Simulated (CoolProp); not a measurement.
Aqueous ammonia as a coolant, 18 % by mass, freezing at -30.6 °C, 1 atm.

The numbers come from the Melinder's fits for secondary coolants in CoolProp.

```
T (°C)  Prandtl number  cp (kJ/(kg K))  density (kg/m³)  viscosity (mPa s)
------  --------------  --------------  ---------------  -----------------
-24                ___           4.272            944.0               5.74
-16.6             40.8           4.256            942.4               4.07
-9.2              29.4             ___            940.4                ___
-1.8              22.1             ___            938.0               2.35
5.6               17.0           4.221            935.4                ___
13                 ___           4.213            932.5                ___
20.4              10.7           4.206            929.2               1.24
```

Question: What belongs in the gaps?

Answer: 
- -24, Prandtl number: 59.5
- -9.2, cp (kJ/(kg K)): 4.243
- -9.2, viscosity (mPa s): 3.03
- -1.8, cp (kJ/(kg K)): 4.231
- 5.6, viscosity (mPa s): 1.87
- 13, Prandtl number: 13.4
- 13, viscosity (mPa s): 1.52
